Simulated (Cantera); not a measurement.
## Equilibrium for aluminium and copper etching: Cu + F2 + H2

A closed system holds: 1 mol Cu, 0.51 mol F2, 15 mol H2, held at 825 K and 1330 Pa.

Equilibrium computed with Cantera from the NASA thermochemical tables; the gas is ideal and each condensed phase is pure. Candidate condensed phases: Cu, CuF2; 15 gas species. Kinetics and transport are ignored.

| Item | Value |
|---|---|
| x(H2) | 0.934 |
| x(HF) | 0.0658 |
| n(Cu(s)) | 1.00 mol |
| gas amount | 15.51 mol |
| log10 activity of CuF2(s) (absent) | -13.23 |
